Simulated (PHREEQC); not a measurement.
Consider water at 25 °C with 8 mmol/kgw NiSO4, 0.82 mmol/kgw KCl and 0.0036 mmol/kgw HCl. Closed to the air; pH follows from the charge balance.

All values are PHREEQC results (ion-association model, wateq4f.dat), not measurements.

Precipitation was switched off in this run.

**Question.** Order these S species by the share of S that they hold, largest first: NiSO4, SO4-2, KSO4-.

**Answer.** SO4-2 (74 %), NiSO4 (26 %), KSO4- (0.23 %)

The pH is 5.60 and the ionic strength 0.0245 mol/kgw. Species that the database lacks are ignored.
